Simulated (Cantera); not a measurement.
# Carbon deposition, reforming and gasification: C3H6 + H2

Feed: 1 mol C3H6, 21 mol H2, at 82.5 Torr.

These are equilibrium values from Cantera (NASA tables, ideal gas, pure condensed phases), not measurements of a reactor. Candidate condensed phases: C, C6H6, C7H8, C8H18; 76 gas species. The numbers say what is thermodynamically allowed, not how fast it happens.

From 752 °C to 2152 °C the condensed part is C(graphite). The main C-bearing gas is CH4 at 752 °C and C2H2 (acetylene) at 2152 °C. The share of C in condensed phases is highest at 1352 °C (99.8 %) and lowest at 2152 °C (87.8 %).

```tsv
T (°C)	x H2	x H	x CH4	x C2H2 (acetylene)	x C2H	x C4H2	x CH3	x C2H2 (vinylidene)	n C(graphite)
752	0.992	1.31e-8	0.00796	2.19e-9	<1e-12	<1e-12	1.84e-9	<1e-12	2.81
952	0.999	9.39e-7	0.00144	1.62e-7	<1e-12	<1e-12	2.60e-8	<1e-12	2.97
1152	1.000	2.06e-5	0.000414	3.52e-6	<1e-12	4.71e-12	1.71e-7	4.07e-12	2.99
1352	1.000	0.000213	0.000162	3.55e-5	2.90e-11	4.90e-10	7.00e-7	2.70e-10	2.99
1552	0.998	0.00133	7.77e-5	0.000214	2.77e-9	1.82e-8	2.09e-6	7.03e-9	2.99
1752	0.993	0.00578	4.31e-5	0.000899	1.07e-7	3.27e-7	4.95e-6	9.47e-8	2.96
1952	0.978	0.0193	2.62e-5	0.00287	2.10e-6	3.43e-6	9.87e-6	7.82e-7	2.86
2152	0.940	0.0523	1.65e-5	0.00734	2.49e-5	2.36e-5	1.68e-5	4.40e-6	2.63
```
x: gas mole fraction; n: condensed amount in mol.
